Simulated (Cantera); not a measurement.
What does this Cantera script print?

```python
import numpy as np
import cantera as ct

gas = ct.Solution("SiF4_NH3_mec.yaml", "gas")
gas.TPX = 1325, 74000, {'NH3': 1, 'N2': 2.5}
reactor = ct.IdealGasConstPressureReactor(gas, energy="off", clone=False)
net = ct.ReactorNet([reactor])
net.rtol, net.atol = 1e-08, 1e-18
show = ['NH3', 'NH', 'H', 'NH2', 'N']
times = np.geomspace(0.0008, 200, 13)

steps = ct.SolutionArray(gas, extra=["t"])
rows = []
print(f"{'t/s':>10s}{'T/K':>9s}{'P/Pa':>11s}" + "".join(f"{s:>11s}" for s in show))
for t in times:
    while net.time < t:
        t_next = net.step()
        steps.append(gas.state, t=t_next)
    rows.append([np.interp(t, steps.t, y) for y in (steps.T, steps.P, *steps(*show).X.T)])
    print(f"{t:10.3e}{rows[-1][0]:9.1f}{rows[-1][1]:11.4g}" + "".join(f"{x:11.3e}" for x in rows[-1][2:]))
rate = np.gradient(steps.T, steps.t)
print("integrator steps:", len(steps.t))
if steps.T.max() > steps.T[0] + 200:
    print(f"time of steepest temperature rise: {steps.t[rate.argmax()]:.4e} s")
gas.TPX = 1325, 74000, {'NH3': 1, 'N2': 2.5}
gas.equilibrate("TP")
print(f"equilibrium (TP): T = {gas.T:.1f} K  " + "  ".join(f"{s} {gas[s].X[0]:.3e}" for s in show))
```

Output:

```
       t/s      T/K       P/Pa        NH3         NH          H        NH2          N
 8.000e-04   1325.0    7.4e+04  2.857e-01  3.699e-13  4.119e-11  4.891e-08  2.338e-18
 2.254e-03   1325.0    7.4e+04  2.857e-01  4.342e-12  4.133e-11  1.378e-07  7.943e-17
 6.350e-03   1325.0    7.4e+04  2.857e-01  4.036e-11  4.267e-11  3.877e-07  1.869e-15
 1.789e-02   1325.0    7.4e+04  2.857e-01  3.130e-10  5.409e-11  1.088e-06  1.825e-14
 5.040e-02   1325.0    7.4e+04  2.857e-01  1.949e-09  1.502e-10  2.968e-06  1.329e-13
 1.420e-01   1325.0    7.4e+04  2.857e-01  5.779e-09  7.040e-10  5.726e-06  9.802e-13
 4.000e-01   1325.0    7.4e+04  2.856e-01  6.418e-09  2.058e-09  6.067e-06  2.981e-12
 1.127e+00   1325.0    7.4e+04  2.853e-01  6.598e-09  5.696e-09  6.031e-06  8.293e-12
 3.175e+00   1325.0    7.4e+04  2.845e-01  6.980e-09  1.559e-08  5.936e-06  2.258e-11
 8.944e+00   1325.0    7.4e+04  2.825e-01  7.482e-09  4.108e-08  5.711e-06  5.470e-11
 2.520e+01   1325.0    7.4e+04  2.774e-01  7.449e-09  9.924e-08  5.247e-06  9.615e-11
 7.099e+01   1325.0    7.4e+04  2.662e-01  6.197e-09  2.055e-07  4.465e-06  1.030e-10
 2.000e+02   1325.0    7.4e+04  2.460e-01  4.244e-09  3.506e-07  3.470e-06  7.062e-11
integrator steps: 849
equilibrium (TP): T = 1325.0 K  NH3 1.284e-05  NH 4.398e-14  H 1.105e-06  NH2 7.935e-11  N 3.635e-16
```

Detailed kinetics in Cantera: the gas-phase N/H chemistry of the illustrative SiF4/NH3 mechanism in the Surface Chemkin manual (1991). Walls and surfaces, which speed up NH3 decomposition in real reactors, are not modelled.
